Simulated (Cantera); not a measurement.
A perfectly stirred reactor is fed with NH₃ : H₂ = 1 : 5.6 (molar parts), at 1300 Pa; it is held at 1925 K, and followed from long to short residence time.

Detailed kinetics in Cantera: the gas-phase N/H chemistry of the illustrative SiF4/NH3 mechanism in the Surface Chemkin manual (1991). Walls and surfaces, which speed up NH3 decomposition in real reactors, are not modelled.

x: mole fraction; the columns are a selection and need not sum to one.

```csv
τ (s),x NH₃,x H₂,x H,x N₂H₄,x N₂H₂
1.8,0.106,0.874,0.000712,6.74e-10,5.23e-7
0.97,0.123,0.864,0.000668,8.18e-10,6.19e-7
0.51,0.135,0.857,0.000635,9.09e-10,6.73e-7
0.27,0.143,0.853,0.000604,9.28e-10,6.72e-7
0.14,0.147,0.850,0.000564,8.65e-10,___
0.074,0.150,0.849,0.000499,7.02e-10,4.58e-7
0.039,0.151,0.848,___,4.30e-10,___
0.020,0.151,0.848,0.000237,1.62e-10,7.27e-8
0.011,0.151,0.848,0.000134,5.25e-11,1.89e-8
0.0056,0.151,0.848,6.89e-5,1.38e-11,4.13e-9
```

Problem. Some entries are withheld; supply them.

Solution. 
- 0.14, x N₂H₂: 6.04e-7
- 0.039, x H: 0.000387
- 0.039, x N₂H₂: 2.45e-7
